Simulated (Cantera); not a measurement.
A closed system holds: 1 mol TiC, 0.098 mol H₂, at 0.100 bar.

Equilibrium computed with Cantera from the NASA thermochemical tables; the gas is ideal and each condensed phase is pure. Candidate condensed phases: C, C₆H₆, C₇H₈, C₈H₁₈, Ti, TiC; 77 gas species. TiC: taken at fixed stoichiometry. Equilibrium is a limit: real reactors are often held back by kinetics, nucleation or transport.

x: gas mole fraction; n: condensed amount in mol.

```json
[
 {"T (K)": "2323", "x H₂": "0.966", "x H": "0.0338", "x Ti": "2.99e-5", "x C₂H₂ (acetylene)": "[?]", "x C₂H": "2.35e-8", "x C": "6.63e-9", "n TiC(s)": "1.000"},
 {"T (K)": "2398", "x H₂": "0.951", "x H": "0.0486", "x Ti": "6.63e-5", "x C₂H₂ (acetylene)": "[?]", "x C₂H": "9.33e-8", "x C": "2.69e-8", "n TiC(s)": "1.000"},
 {"T (K)": "2473", "x H₂": "0.932", "x H": "0.0681", "x Ti": "0.000140", "x C₂H₂ (acetylene)": "[?]", "x C₂H": "3.37e-7", "x C": "9.96e-8", "n TiC(s)": "1.000"},
 {"T (K)": "2548", "x H₂": "0.906", "x H": "0.0931", "x Ti": "0.000283", "x C₂H₂ (acetylene)": "[?]", "x C₂H": "1.13e-6", "x C": "3.42e-7", "n TiC(s)": "1.000"},
 {"T (K)": "2623", "x H₂": "0.875", "x H": "0.125", "x Ti": "0.000549", "x C₂H₂ (acetylene)": "[?]", "x C₂H": "3.50e-6", "x C": "1.09e-6", "n TiC(s)": "1.000"},
 {"T (K)": "2698", "x H₂": "0.835", "x H": "0.163", "x Ti": "0.00102", "x C₂H₂ (acetylene)": "[?]", "x C₂H": "1.02e-5", "x C": "3.29e-6", "n TiC(s)": "1.000"},
 {"T (K)": "2773", "x H₂": "0.788", "x H": "0.209", "x Ti": "0.00183", "x C₂H₂ (acetylene)": "[?]", "x C₂H": "2.78e-5", "x C": "9.32e-6", "n TiC(s)": "1.000"},
 {"T (K)": "2848", "x H₂": "0.734", "x H": "0.262", "x Ti": "0.00318", "x C₂H₂ (acetylene)": "[?]", "x C₂H": "7.19e-5", "x C": "2.51e-5", "n TiC(s)": "1.000"},
 {"T (K)": "2923", "x H₂": "0.671", "x H": "0.321", "x Ti": "0.00534", "x C₂H₂ (acetylene)": "[?]", "x C₂H": "0.000175", "x C": "6.41e-5", "n TiC(s)": "0.999"},
 {"T (K)": "2998", "x H₂": "0.602", "x H": "0.385", "x Ti": "0.00875", "x C₂H₂ (acetylene)": "[?]", "x C₂H": "0.000403", "x C": "0.000156", "n TiC(s)": "0.999"}
]
```

Question: Complete the blanks.

Answer: 
- 2323, x C₂H₂ (acetylene): 1.40e-5
- 2398, x C₂H₂ (acetylene): 3.19e-5
- 2473, x C₂H₂ (acetylene): 6.81e-5
- 2548, x C₂H₂ (acetylene): 0.000138
- 2623, x C₂H₂ (acetylene): 0.000267
- 2698, x C₂H₂ (acetylene): 0.000493
- 2773, x C₂H₂ (acetylene): 0.000872
- 2848, x C₂H₂ (acetylene): 0.00148
- 2923, x C₂H₂ (acetylene): 0.00239
- 2998, x C₂H₂ (acetylene): 0.00367
